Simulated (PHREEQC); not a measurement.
Solution (25 °C): 0.187 mol Na2CO3, 0.0019 mol NaHCO3 and 3.7e-05 mol NaCl per kg of water. Closed to the air; pH follows from the charge balance.

All values are PHREEQC results (ion-association model, phreeqc.dat), not measurements.

This is a speciation only: nothing precipitates in the calculation.

Question: Predict the pH, specific conductance, ionic strength.

Answer: pH 11.19; specific conductance 18700 µS/cm; ionic strength 0.352 mol/kgw.

Question: In which forms is Na present?

Answer: Na+ 72 %, NaCO3- 28 % of the Na.
